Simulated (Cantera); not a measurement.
## Reactions in the system Al-H-I

Standard-state values (1 bar) from the NASA 1993 polynomials, evaluated with Cantera. Values are per mole of reaction as written; species without (g) are pure solids or liquids, kept so even where they would boil at 1 bar.

3 H(g) + AlI₃(g) → Al + 3 HI(g)

| T (K) | ΔH° (kJ) | ΔS° (J/K) | ΔG° (kJ) | log10 K | condensed phases |
|---|---|---|---|---|---|
| 300 | -381.7 | -69.9 | -360.7 | 62.80 | Al(s) |
| 1700 | -392.9 | -92.1 | -236.3 | 7.26 | Al(l) |
| 1900 | -393.9 | -92.6 | -217.9 | 5.99 | Al(l) |
| 2100 | -394.6 | -93.0 | -199.3 | 4.96 | Al(l) |
| 2300 | -395.1 | -93.2 | -180.7 | 4.10 | Al(l) |
| 2500 | -395.5 | -93.4 | -162.0 | 3.39 | Al(l) |
| 2700 | -395.7 | -93.5 | -143.3 | 2.77 | Al(l) |
| 2900 | -395.8 | -93.5 | -124.6 | 2.24 | Al(l) |
